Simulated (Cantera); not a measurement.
An adiabatic, constant-pressure homogeneous reactor starts with H2 : O2 : N2 = 1 : 0.238 : 0.895 (molar parts), at 1325 K and 8250 Torr.

Computed with Cantera and the H2/O2 subset of GRI-Mech 3.0, which has no nitrogen chemistry. The hydrogen kinetics of GRI-Mech 3.0 are dated; newer H2 mechanisms differ, most at raised pressure.

Problem. Predict: time of steepest temperature rise; temperature at 0.200 s; equilibrium temperature; x(H2) at 0.200 s; x(O2) at 0.200 s; x(O) at 0.200 s; x(OH) at 0.200 s; x(H) at 0.200 s.

Solution. 
```
Item                                                                  Result
---------------------------------  -----------------------------------------
time of steepest temperature rise                                    4.58 µs
temperature at 0.200 s                                                2809 K
equilibrium temperature                                               2809 K
x(H2) at 0.200 s                         0.269 (gas-phase equilibrium 0.269)
x(O2) at 0.200 s                     3.87e-5 (gas-phase equilibrium 3.87e-5)
x(O) at 0.200 s                    0.000106 (gas-phase equilibrium 0.000106)
x(OH) at 0.200 s                     0.00343 (gas-phase equilibrium 0.00343)
x(H) at 0.200 s                        0.0133 (gas-phase equilibrium 0.0133)
```
